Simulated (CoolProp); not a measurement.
Vapour-liquid equilibrium of octamethyltrisiloxane (MDM) (1) + octamethylcyclotetrasiloxane (D4) (2) at 0.0544 MPa; x and y are mole fractions of (1).

Values from CoolProp's multi-fluid Helmholtz-energy mixture model, Thol 2017 and Thol 2015; pair parameters Bell 2016.

Question: Give the bubble temperature and the first vapour's composition at x = 0.45, 0.55, 0.65. Is there an azeotrope?

Answer: x = 0.45: 140.9 °C, y = 0.603; x = 0.55: 138.7 °C, y = 0.694; x = 0.65: 136.7 °C, y = 0.776. No azeotrope shows between x = 0.05 and 0.95.

Pair parameters are fitted to limited data, so mixtures are less certain than the pure fluids.
